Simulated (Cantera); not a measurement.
Charge: 1 mol Fe₂O₃, a varied amount of SO₂, 0.39 mol CO₂, held at 1148 K and 0.430 bar.

Method: chemical equilibrium by Gibbs-energy minimisation in Cantera with the NASA 1993 tables (ideal gas, pure condensed phases). Candidate condensed phases: C, Fe, Fe(CO)₅, FeO, FeS, FeSO₄, FeS₂, Fe₂O₃, Fe₂(SO₄)₃, Fe₃O₄, S; 25 gas species. Mutual solubility and eutectic melting of coexisting phases are not modelled. Rates play no part.

Task: At 3.5 mol SO₂, list the 3 most abundant gas species with their mole fractions, and the condensed phases.

Result: SO₂ 0.900, CO₂ 0.100, SO₃ 8.18e-5. Condensed: Fe₂O₃(s) + Fe₃O₄(s).
